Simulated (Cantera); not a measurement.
Charge: 1 mol C2F6, 1.2 mol HCl, 4.8 mol H2, equilibrated at 0.0330 bar.

Cantera equilibrium calculation (NASA polynomials, part measured and part estimated; ideal gas, pure solids and liquids). Candidate condensed phases: C, C6H6, C7H8, C8H18; 118 gas species. The feed counts by its element totals alone. Equilibrium is a limit: real reactors are often held back by kinetics, nucleation or transport.

log p: log10 of the partial pressure in bar; n: condensed amount in mol.

```csv
T (°C),log p HF,log p H2,log p HCl,log p H,log p Cl,log p C2H2 (acetylene),log p F,n C(graphite)
1875,-1.66,-2.19,-2.38,-3.48,-3.80,-4.91,-6.09,1.99
1925,-1.66,-2.19,-2.38,-3.35,-3.68,-4.79,-5.89,1.99
1975,-1.66,-2.20,-2.39,-3.23,-3.57,-4.68,-5.69,1.99
2025,-1.66,-2.20,-2.40,-3.12,-3.46,-4.57,-5.51,1.98
2075,-1.67,-2.21,-2.41,[?],[?],[?],[?],1.98
2125,-1.67,-2.22,-2.43,-2.91,-3.27,-4.38,-5.16,1.98
2175,-1.67,-2.23,-2.44,[?],[?],[?],[?],1.97
2225,-1.68,-2.24,-2.47,-2.72,-3.10,-4.21,-4.84,1.96
2275,-1.68,-2.26,-2.49,-2.64,-3.02,-4.14,-4.69,1.95
2325,-1.68,-2.28,-2.52,-2.56,-2.95,-4.07,-4.54,1.94
```

### Question
Complete the blanks.

### Answer

- 2175, log p H: -2.82
- 2175, log p Cl: -3.18
- 2175, log p C2H2 (acetylene): -4.29
- 2175, log p F: -5.00
- 2075, log p H: -3.01
- 2075, log p Cl: -3.36
- 2075, log p C2H2 (acetylene): -4.47
- 2075, log p F: -5.33
